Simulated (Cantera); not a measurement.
Feed: 1 mol SiCl₄, 0.16 mol Cl₂, 36 mol H₂, at 0.00133 bar.

Method: chemical equilibrium by Gibbs-energy minimisation in Cantera with the NASA 1993 tables (ideal gas, pure condensed phases). Candidate condensed phases: Si; 19 gas species. The numbers say what is thermodynamically allowed, not how fast it happens.

Q: Which condensed phases are stable at each of these points (T (K)): 848, 898, 948, 998, 1048, 1098, 1148, 1198, 1248, 1298, 1348?

A: 
```json
[
 {"T (K)": "848", "condensed phases": "gas only", "Si condensed (%)": "0.0"},
 {"T (K)": "898", "condensed phases": "Si(s)", "Si condensed (%)": "2.5"},
 {"T (K)": "948", "condensed phases": "Si(s)", "Si condensed (%)": "10.1"},
 {"T (K)": "998", "condensed phases": "Si(s)", "Si condensed (%)": "18.8"},
 {"T (K)": "1048", "condensed phases": "Si(s)", "Si condensed (%)": "26.8"},
 {"T (K)": "1098", "condensed phases": "Si(s)", "Si condensed (%)": "32.2"},
 {"T (K)": "1148", "condensed phases": "Si(s)", "Si condensed (%)": "34.3"},
 {"T (K)": "1198", "condensed phases": "Si(s)", "Si condensed (%)": "34.2"},
 {"T (K)": "1248", "condensed phases": "Si(s)", "Si condensed (%)": "33.1"},
 {"T (K)": "1298", "condensed phases": "Si(s)", "Si condensed (%)": "31.5"},
 {"T (K)": "1348", "condensed phases": "Si(s)", "Si condensed (%)": "29.9"}
]
```

At 848 K nothing is condensed. From 898 K to 1348 K the condensed part is Si(s).
